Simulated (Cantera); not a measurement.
# Equilibrium for iron carbonyl, mercury and lead vapours: HgO + O2 + N2 + H2

Feed: 1 mol HgO, 0.41 mol O2, 81 mol N2, a varied amount of H2, equilibrated at 500 °C and 69.0 Pa.

Method: chemical equilibrium by Gibbs-energy minimisation in Cantera with the NASA 1993 tables (ideal gas, pure condensed phases). Candidate condensed phases: H2O, Hg, HgO; 25 gas species. Kinetics and transport are ignored.

From 0.42 mol H2 to 6.9 mol H2 nothing is condensed. The main Hg-bearing gas is Hg throughout.

| n(H2) (mol) | log p N2 | log p H2 | log p H2O | log p Hg |
|---|---|---|---|---|
| 0.42 | -3.17 | <-15 | -5.46 | -5.08 |
| 0.96 | -3.17 | <-15 | -5.10 | -5.08 |
| 1.5 | -3.18 | <-15 | -4.91 | -5.08 |
| 2 | -3.18 | -5.83 | -4.83 | -5.09 |
| 2.6 | -3.18 | -5.20 | -4.83 | -5.09 |
| 3.1 | -3.18 | -4.98 | -4.83 | -5.09 |
| 3.7 | -3.19 | -4.82 | -4.83 | -5.09 |
| 4.2 | -3.19 | -4.72 | -4.84 | -5.10 |
| 4.7 | -3.19 | -4.64 | -4.84 | -5.10 |
| 5.3 | -3.19 | -4.56 | -4.84 | -5.10 |
| 5.8 | -3.20 | -4.50 | -4.84 | -5.10 |
| 6.4 | -3.20 | -4.45 | -4.85 | -5.11 |
| 6.9 | -3.20 | -4.40 | -4.85 | -5.11 |
log p: log10 of the partial pressure in bar; nothing condenses.
